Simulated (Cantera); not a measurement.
Input (Python, Cantera) and output of one run.

```python
import numpy as np
import cantera as ct

gas_names = [...]  # 123 gases of nasa_gas.yaml made of C, H, O, Si
cond_names = """
    C(gr) C6H6(L) C7H8(L) C8H18(L),n-octa H2O(s) H2O(L) Si(cr) Si(L) SiC(b) SiO2(Lqz) SiO2(hqz) SiO2(L)
""".split()


# ... load() reads the species with a 1 bar reference pressure and builds the phases ...
atoms = {
    'Si': {'Si': 1},
    'CO2': {'C': 1, 'O': 2},
    'H2': {'H': 2},
}
top_T = {'C(gr)': 4500, 'SiC(b)': 3050}  # K; cautious upper limits of use, not melting points


# ... equilibrate(T, P, feed) seeds the gas with the atoms and calls Mixture.equilibrate('TP', solver="vcs", rtol=1e-11, max_steps=5000) ...
results = []
feed = {'Si': 1, 'CO2': 0.027, 'H2': 12}  # mol
T = 1698  # K
P = 10000  # Pa
mix = equilibrate(T, P, feed)
results.append((T, P, feed, dict(zip(mix.species_names, mix.species_moles))))
print(gas.report(threshold=0.001))
for i in range(1, mix.n_phases):
    print(f"{mix.phase(i).name:16s} {mix.phase_moles(i):12.5e} mol")
```

Result:

```
       temperature   1698 K
          pressure   10000 Pa
           density   0.001559 kg/m^3
  mean mol. weight   2.201 kg/kmol
   phase of matter   gas

                          1 kg             1 kmol
                     ---------------   ---------------
          enthalpy        1.9306e+07        4.2493e+07  J
   internal energy        1.2892e+07        2.8375e+07  J
           entropy             92120        2.0276e+05  J/K
    Gibbs function       -1.3711e+08       -3.0179e+08  J
 heat capacity c_p             15056             33137  J/K
 heat capacity c_v             11278             24823  J/K

                      mass frac. Y      mole frac. X     chem. pot. / RT
                     ---------------   ---------------   ---------------
                H2           0.91141           0.99504           -21.279
               SiO          0.085177         0.0042527           -43.954
     [ +121 minor]         0.0034163        0.00070782

C(gr)             0.00000e+00 mol
Si(L)             9.24175e-01 mol
SiC(b)            2.42621e-02 mol
SiO2(L)           0.00000e+00 mol
```

Method: chemical equilibrium by Gibbs-energy minimisation in Cantera with the NASA 1993 tables (ideal gas, pure condensed phases). Mutual solubility and eutectic melting of coexisting phases are not modelled. Gases not in the tables: Si2H6 and higher silanes.
